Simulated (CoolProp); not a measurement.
Model: reference Helmholtz-energy equation of state, Lemmon 2006, in CoolProp. It is a short technical equation, of lower accuracy than the large ones.

### Question
Give the vapour pressure (MPa), vapour density (kg/m³), liquid cp (kJ/(kg K)), surface tension (mN/m) of saturated R141b at 305.1 K.

### Answer
```
T (K)  p (MPa)  vapour density (kg/m³)  liquid cp (kJ/(kg K))  surface tension (mN/m)
-----  -------  ----------------------  ---------------------  ----------------------
305.1    0.101                    4.84                   1.16                    17.3
```

Surface tension comes from a separate correlation (Mulero 2012).
